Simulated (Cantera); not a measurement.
A closed system holds: 1 mol HgO, 1.6 mol O2, 2.6 mol N2, at 3.00 bar.

These are equilibrium values from Cantera (NASA tables, ideal gas, pure condensed phases), not measurements of a reactor. Candidate condensed phases: Hg, HgO; 10 gas species. The numbers say what is thermodynamically allowed, not how fast it happens.

x: gas mole fraction; n: condensed amount in mol.

```csv
T (°C),x N2,x O2,x Hg,x NO,x NO2,n HgO(s)
375,0.612,0.380,0.00803,9.47e-8,5.32e-7,0.966
475,0.456,0.368,0.175,7.77e-7,1.01e-6,0
575,0.456,0.368,0.175,___,___,0
675,0.456,0.368,0.175,1.72e-5,3.13e-6,0
775,0.456,0.368,0.175,5.22e-5,4.70e-6,0
875,0.456,0.368,0.175,___,___,0
975,0.456,0.368,0.175,0.000280,8.73e-6,0
1075,0.456,0.368,0.175,0.000539,1.11e-5,0
1175,0.456,0.368,0.175,0.000946,1.37e-5,0
1275,0.455,0.368,0.175,0.00155,1.65e-5,0
1375,0.455,0.367,0.175,0.00238,1.94e-5,0
```

Fill in the missing entries.


- 875, x NO: 0.000130
- 875, x NO2: 6.57e-6
- 575, x NO: 4.39e-6
- 575, x NO2: 1.90e-6
